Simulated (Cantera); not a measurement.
Input (Python, Cantera):

```python
import numpy as np
import cantera as ct

gas = ct.Solution("gri30.yaml")
gas.TPX = 750, 1200000, {'H2': 1, 'O2': 0.806, 'N2': 3.03, 'NO': 0.0076}
inlet = ct.Reservoir(gas, clone=True)
gas.equilibrate("HP")  # start burning
reactor = ct.IdealGasConstPressureReactor(gas, energy="on", clone=False)
exhaust = ct.Reservoir(gas, clone=True)
tau = [0.18, 0.082, 0.038, 0.018, 0.0081, 0.0037, 0.0017, 0.0008, 0.00037, 0.00017, 7.8e-05, 3.6e-05, 1.7e-05][0]
for a, b in ((inlet, reactor), (reactor, exhaust)):
    ct.MassFlowController(a, b, mdot=lambda t: reactor.mass / tau)
net = ct.ReactorNet([reactor])
show = ['H2', 'O2', 'NO', 'H', 'N2', 'O']

rows = []
print(f"{'tau/s':>10s}{'T/K':>9s}" + "".join(f"{s:>11s}" for s in show))
for tau in [0.18, 0.082, 0.038, 0.018, 0.0081, 0.0037, 0.0017, 0.0008, 0.00037, 0.00017, 7.8e-05, 3.6e-05, 1.7e-05]:
    net.initial_time = 0.0
    net.advance(30 * tau)
    before = gas.X
    net.advance(40 * tau)
    drift = np.max(np.abs(gas.X - before) / (gas.X + 1e-9))
    rows.append([gas.T, *gas[show].X, drift])
    print(f"{tau:10.3e}{gas.T:9.1f}" + "".join(f"{x:11.3e}" for x in gas[show].X))
```

Result:

```
     tau/s      T/K         H2         O2         NO          H         N2          O
 1.800e-01   2234.1  3.611e-04  6.729e-02  6.227e-03  3.774e-05  6.945e-01  2.528e-04
 8.200e-02   2235.7  3.659e-04  6.769e-02  5.425e-03  3.845e-05  6.949e-01  2.568e-04
 3.800e-02   2237.8  3.738e-04  6.819e-02  4.399e-03  3.955e-05  6.954e-01  2.627e-04
 1.800e-02   2239.7  3.864e-04  6.867e-02  3.422e-03  4.115e-05  6.959e-01  2.700e-04
 8.100e-03   2240.9  4.105e-04  6.904e-02  2.657e-03  4.396e-05  6.962e-01  2.805e-04
 3.700e-03   2241.0  4.573e-04  6.924e-02  2.221e-03  4.928e-05  6.964e-01  2.977e-04
 1.700e-03   2239.8  5.509e-04  6.933e-02  1.997e-03  6.040e-05  6.964e-01  3.310e-04
 8.000e-04   2237.0  7.264e-04  6.935e-02  1.889e-03  8.338e-05  6.963e-01  3.947e-04
 3.700e-04   2231.5  1.056e-03  6.932e-02  1.834e-03  1.337e-04  6.961e-01  5.196e-04
 1.700e-04   2221.9  1.637e-03  6.926e-02  1.803e-03  2.425e-04  6.956e-01  7.500e-04
 7.800e-05   2206.4  2.614e-03  6.923e-02  1.784e-03  4.727e-04  6.948e-01  1.148e-03
 3.600e-05   2182.3  4.185e-03  6.931e-02  1.769e-03  9.414e-04  6.935e-01  1.792e-03
 1.700e-05   2146.8  6.566e-03  6.967e-02  1.758e-03  1.827e-03  6.916e-01  2.743e-03
```

Computed with Cantera and GRI-Mech 3.0 (53 species, 325 reactions). The hydrogen kinetics of GRI-Mech 3.0 are dated; newer H2 mechanisms differ, most at raised pressure. The pressure lies above the range GRI-Mech 3.0 was tuned for (to about 10 atm). The mechanism lacks 2 NO + O2 → 2 NO2 and HONO, so NO2 and the effect of NO are under-described below about 1400 K.
